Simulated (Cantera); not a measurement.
A freely propagating, adiabatic, planar premixed flame of CH₄ : H₂ : O₂ : N₂ = 1 : 0.13 : 1.59 : 3.97 (molar parts), unburnt at 625 K and 5.00 bar; multicomponent+Soret transport, grid criteria slope 0.08 and curve 0.16, no radiation.

Cantera simulation using GRI-Mech 3.0 (53 species, 325 reactions); the numbers are that mechanism's predictions, not measurements. Burning velocities carry a grid error of a few per cent, more on coarse grids.

x: mole fraction of selected species; z is measured from the peak of heat release.

```csv
z (mm),T (K),u (m/s),x CH₄,x H₂,x O₂,x C₂H,x HO₂,x C₂H₆
-0.196,625,1.41,0.149,0.0201,0.238,<1e-8,1.37e-7,5.70e-8
-0.130,629,1.42,0.149,0.0215,0.237,<1e-8,1.93e-6,1.29e-6
-0.0978,642,1.45,0.147,0.0233,0.236,<1e-8,1.02e-5,9.95e-6
-0.0652,738,1.68,0.137,0.0283,0.229,<1e-8,7.78e-5,0.000139
-0.0326,1260,2.94,0.0954,0.0425,0.179,<1e-8,0.000271,0.00152
-0.0163,1740,4.14,0.0529,0.0526,0.121,1.69e-7,0.000295,0.00153
0,2169,5.26,0.0151,0.0582,0.0597,3.90e-6,0.000117,0.000180
0.0163,2386,5.82,0.00214,0.0561,0.0234,6.34e-6,2.55e-5,3.51e-6
0.0326,2458,5.99,0.000226,0.0532,0.00951,1.80e-6,8.42e-6,4.75e-8
0.0652,2505,6.08,___,0.0521,___,___,___,<1e-8
0.130,2550,6.17,<1e-8,0.0525,___,<1e-8,___,<1e-8
0.261,2592,6.25,<1e-8,0.0523,0.00109,<1e-8,1.20e-6,<1e-8
0.522,2620,6.31,<1e-8,0.0520,0.000684,<1e-8,7.00e-7,<1e-8
```

### Question
Some entries are withheld; supply them.

### Answer

- 0.0652, x CH₄: 3.09e-6
- 0.0652, x O₂: 0.00324
- 0.0652, x C₂H: 4.18e-8
- 0.0652, x HO₂: 3.57e-6
- 0.130, x O₂: 0.00179
- 0.130, x HO₂: 2.12e-6
